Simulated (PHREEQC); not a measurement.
Dissolve 0.14 mol/kgw Cu(NO3)2, 0.23 mol/kgw CuSO4 and 0.2 mol/kgw Pb(NO3)2 at 80 °C. Closed to the air; pH follows from the charge balance.

All values are PHREEQC results (ion-association model with all activity coefficients set to 1, phreeqc.dat), not measurements.

Precipitation was switched off in this run.

Problem. Predict the pH.

Solution. pH 3.31.

Problem. In which forms is S present?

Solution. CuSO4 81 %, PbSO4 16 %, SO4-2 1.6 %, Pb(SO4)2-2 0.6 % of the S.

Saturation is exceeded, for instance for Anglesite; the values hold only as long as no solid forms. Caution: at this ionic strength the ion-association model is outside its range; a Pitzer model would be the better tool where its parameters exist. Away from 25 °C the constants follow the database's enthalpies or fits; those with neither stay at their 25 °C values.
